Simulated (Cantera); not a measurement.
Charge: 1 mol CF₄, 0.19 mol HCl, held at 650 K and 1.50 Pa.

These are equilibrium values from Cantera (NASA tables, ideal gas, pure condensed phases), not measurements of a reactor. Candidate condensed phases: C, C₆H₆, C₇H₈, C₈H₁₈; 118 gas species. Condensed phases not in the tables: fluorocarbon polymer. Gases not in the tables: C₂F₆ and larger saturated fluorocarbons. Rates play no part.

Base state: CF₄ 0.819, HCl 0.113, HF 0.0445, Cl₂ 0.0212, CClF₃ 0.00215, CCl₂F₂ 1.45e-5 (mole fractions); condensed: C(graphite).

What changes in the equilibrium state with this change: temperature from 650 K to 2200 K?


```csv
species,before,after
F,<1e-9,0.883
Cl,4.88e-6,0.0460
HF,0.0445,0.0459
CF₄,0.819,1.23e-6
HCl,0.113,2.82e-6
CF₂,<1e-9,0.0143
CF,<1e-9,0.0100
Cl₂,0.0212,1.45e-8
CClF₃,0.00215,<1e-9
C₃,<1e-9,0.000161
C,<1e-9,0.000102
"C(graphite), mol",0.0127,0.897
```

What changes in the equilibrium state with this change: CF₄ replaced by CH₃F?


```tsv
species	before	after
HF	0.0445	0.457
H₂	<1e-9	0.456
HCl	0.113	0.0868
CF₄	0.819	<1e-9
Cl₂	0.0212	<1e-9
CClF₃	0.00215	<1e-9
CH₄	<1e-9	8.13e-5
CCl₂F₂	1.45e-5	<1e-9
C(graphite), mol	0.0127	1.000
```
